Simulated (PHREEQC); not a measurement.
# Buffer: speciation

Solution (25 °C): 4.5 mmol/kgw NaH2PO4, 0.44 mmol/kgw NaF and 4.3 mmol/kgw KCl. Closed to the air; pH follows from the charge balance.

Equilibrium calculation in PHREEQC: ion-association model, wateq4f.dat.

```
Property                 Result
--------------  ---------------
pH                         4.89
ionic strength  0.00928 mol/kgw
```

| species | molality | activity | log γ |
|---|---|---|---|
| Na+ | 0.00494 | 0.00447 | -0.043 |
| H2PO4- | 0.00446 | 0.00405 | -0.042 |
| Cl- | 0.00430 | 0.00388 | -0.044 |
| K+ | 0.00430 | 0.00388 | -0.044 |
| F- | 0.000432 | 0.000390 | -0.044 |
| HPO4-2 | 2.89e-5 | 1.95e-5 | -0.170 |
| H+ | 1.41e-5 | 1.29e-5 | -0.038 |
| H3PO4 | 7.66e-6 | 7.68e-6 | 0.001 |
| HF | 7.51e-6 | 7.52e-6 | 0.001 |
| NaF | 1.00e-6 | 1.00e-6 | 0.001 |
| NaHPO4- | 1.88e-7 | 1.70e-7 | -0.042 |
| KHPO4- | 1.63e-7 | 1.48e-7 | -0.042 |
| HF2- | 1.25e-8 | 1.12e-8 | -0.044 |

This is a speciation only: nothing precipitates in the calculation. Species that the database lacks are ignored. H3PO4, which wateq4f.dat lacks, is added to it with the constant of phreeqc.dat.
